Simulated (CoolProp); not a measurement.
Vapour-liquid equilibrium of hydrogen sulfide (1) + n-hexane (2) at 0.587 MPa; x and y are mole fractions of (1).

The numbers come from the multi-fluid Helmholtz-energy mixture model, Lemmon 2006 and Thol 2019; pair parameters Kunz 2012 in CoolProp.

```csv
x,"bubble temperature, mixture model (K)","bubble temperature, Raoult's law (K)","y, mixture model","y, Raoult's law"
0.05,379.0,365.6,0.493,0.673
0.15,314.6,323.8,0.932,0.920
0.25,287.6,303.1,0.979,0.968
0.35,276.5,290.2,0.989,0.984
0.45,270.9,281.1,0.992,0.991
0.55,267.3,274.1,0.994,0.995
0.65,264.6,268.6,0.995,0.997
0.75,262.0,264.0,0.996,0.998
0.85,259.4,260.1,0.998,0.999
0.95,256.7,256.8,0.999,1.000
```

The largest gap from Raoult's law is -15.5 K in bubble temperature, at x = 0.25. No azeotrope shows between x = 0.05 and 0.95.

The pair parameters rest on a limited set of measurements; away from them the model extrapolates. The gap from Raoult's law changes sign with composition, which may be real or a fault of the pair parameters; it wasn't checked against measurements. With so large a gap from Raoult's law the liquid may split in two, which this calculation doesn't test in full.
